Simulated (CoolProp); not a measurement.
Ethane at 298.15 K and 6.31 MPa is throttled through a valve to 3.86 MPa with no heat exchange. Each further row changes one setting.

The numbers come from the reference Helmholtz-energy equation of state, Bücker 2006 in CoolProp.

```
case                      temperature change (K)                       final phase  final density (kg/m³)
------------------------  ----------------------  --------------------------------  ---------------------
as stated                                      …                            liquid                      …
outlet pressure 1.16 MPa                   -52.1  two-phase, vapour fraction 0.442                   44.8
outlet pressure 5.02 MPa                       …                            liquid                    347
```

Task: What belongs in the gaps?

Result: 
- as stated, temperature change (K): -4.1
- as stated, final density (kg/m³): 336
- outlet pressure 5.02 MPa, temperature change (K): -1.9
